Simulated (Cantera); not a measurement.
# Premixed flame

A freely propagating, adiabatic, planar premixed flame of C3H8 : O2 : N2 : H2O = 1 : 3.85 : 14.5 : 3.2 (molar parts), equivalence ratio 1.3, unburnt at 675 K and 1.20 bar; mixture-averaged transport, grid criteria slope 0.08 and curve 0.16, no radiation.

Cantera simulation using GRI-Mech 3.0 (53 species, 325 reactions); the numbers are that mechanism's predictions, not measurements. GRI-Mech 3.0 was tuned for natural gas; its chemistry of propane as a main component is partial and can be far from experiment. Burning velocities carry a grid error of a few per cent, more on coarse grids.

```json
[
 {"z (mm)": "-0.894", "T (K)": "675", "u (m/s)": "1.17", "x C3H8": "0.0442", "x O2": "0.170", "x H2O": "0.142", "x C2H2": "1.74e-7", "x HCO": "<1e-8", "x CH2CO": "3.12e-8"},
 {"z (mm)": "-0.596", "T (K)": "678", "u (m/s)": "1.18", "x C3H8": "0.0441", "x O2": "0.169", "x H2O": "0.141", "x C2H2": "2.02e-6", "x HCO": "<1e-8", "x CH2CO": "4.61e-7"},
 {"z (mm)": "-0.447", "T (K)": "687", "u (m/s)": "1.20", "x C3H8": "0.0438", "x O2": "0.168", "x H2O": "0.142", "x C2H2": "1.28e-5", "x HCO": "<1e-8", "x CH2CO": "3.73e-6"},
 {"z (mm)": "-0.298", "T (K)": "746", "u (m/s)": "1.32", "x C3H8": "0.0427", "x O2": "0.161", "x H2O": "0.147", "x C2H2": "0.000101", "x HCO": "<1e-8", "x CH2CO": "4.00e-5"},
 {"z (mm)": "-0.149", "T (K)": "1064", "u (m/s)": "1.94", "x C3H8": "0.0306", "x O2": "0.127", "x H2O": "0.171", "x C2H2": "0.000894", "x HCO": "6.08e-7", "x CH2CO": "0.000512"},
 {"z (mm)": "-0.0745", "T (K)": "1402", "u (m/s)": "2.65", "x C3H8": "0.0105", "x O2": "0.0880", "x H2O": "0.197", "x C2H2": "0.00228", "x HCO": "1.92e-5", "x CH2CO": "0.00135"},
 {"z (mm)": "0", "T (K)": "1732", "u (m/s)": "3.35", "x C3H8": "0.000316", "x O2": "0.0456", "x H2O": "0.224", "x C2H2": "0.00383", "x HCO": "4.94e-5", "x CH2CO": "0.00113"},
 {"z (mm)": "0.0745", "T (K)": "1909", "u (m/s)": "3.70", "x C3H8": "4.01e-7", "x O2": "0.0197", "x H2O": "0.239", "x C2H2": "0.00180", "x HCO": "2.28e-5", "x CH2CO": "0.000216"},
 {"z (mm)": "0.149", "T (K)": "1972", "u (m/s)": "3.81", "x C3H8": "<1e-8", "x O2": "0.00882", "x H2O": "0.243", "x C2H2": "0.000347", "x HCO": "5.47e-6", "x CH2CO": "2.26e-5"},
 {"z (mm)": "0.298", "T (K)": "2012", "u (m/s)": "3.86", "x C3H8": "<1e-8", "x O2": "0.00325", "x H2O": "0.242", "x C2H2": "8.59e-6", "x HCO": "3.09e-7", "x CH2CO": "3.55e-7"},
 {"z (mm)": "0.596", "T (K)": "2047", "u (m/s)": "3.91", "x C3H8": "<1e-8", "x O2": "0.00178", "x H2O": "0.242", "x C2H2": "2.01e-8", "x HCO": "1.40e-7", "x CH2CO": "<1e-8"},
 {"z (mm)": "1.19", "T (K)": "2084", "u (m/s)": "3.97", "x C3H8": "<1e-8", "x O2": "0.00104", "x H2O": "0.244", "x C2H2": "<1e-8", "x HCO": "1.00e-7", "x CH2CO": "<1e-8"},
 {"z (mm)": "2.38", "T (K)": "2116", "u (m/s)": "4.03", "x C3H8": "<1e-8", "x O2": "0.000502", "x H2O": "0.247", "x C2H2": "<1e-8", "x HCO": "6.53e-8", "x CH2CO": "<1e-8"}
]
```
x: mole fraction of selected species; z is measured from the peak of heat release.

* **laminar burning velocity**: 117 cm/s
* **thermal thickness**: 0.298 mm
* **peak x(C2H2)**: 0.00384
* **peak x(HCO)**: 5.05e-5
* **peak x(CH2CO)**: 0.00153
* **grid points**: 140
